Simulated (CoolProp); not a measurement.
Carbonyl sulfide at 293.15 K and 4.41 MPa is throttled through a valve to 0.682 MPa with no heat exchange. Each further row changes one setting.

Model: reference Helmholtz-energy equation of state, Lemmon 2006, in CoolProp. It is a short technical equation, of lower accuracy than the large ones.

```json
[
 {"case": "as stated", "temperature change (K)": "-18.4", "final phase": "two-phase, vapour fraction 0.092", "final density (kg/m³)": "183"},
 {"case": "outlet pressure 0.205 MPa", "temperature change (K)": "-53.7", "final phase": "two-phase, vapour fraction 0.231", "final density (kg/m³)": "27.6"},
 {"case": "outlet pressure 0.887 MPa", "temperature change (K)": "-9.1", "final phase": "two-phase, vapour fraction 0.049", "final density (kg/m³)": "355"}
]
```
